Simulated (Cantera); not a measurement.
# Ignition delay

Mixture: CH₄ : H₂ : O₂ : N₂ : C₂H₆ = 1 : 0.14 : 4.7 : 17.7 : 0.062 (molar parts), equivalence ratio 0.49, at 5.40 bar, adiabatic and at constant pressure. Ignition delay is the time to a rise of 400 K.

Computed with Cantera and GRI-Mech 3.0 (53 species, 325 reactions).

```json
[
 {"T0 (K)": "1250", "delay (ms)": "0.608"},
 {"T0 (K)": "1325", "delay (ms)": "0.295"},
 {"T0 (K)": "1400", "delay (ms)": "0.153"},
 {"T0 (K)": "1475", "delay (ms)": "0.0835"},
 {"T0 (K)": "1550", "delay (ms)": "0.0474"},
 {"T0 (K)": "1625", "delay (ms)": "0.0281"},
 {"T0 (K)": "1700", "delay (ms)": "0.0175"},
 {"T0 (K)": "1775", "delay (ms)": "0.0115"},
 {"T0 (K)": "1850", "delay (ms)": "0.00790"}
]
```

```
Property                                                Result
--------------------------------------------------  ----------
apparent activation energy between 1700 and 1850 K  140 kJ/mol
```
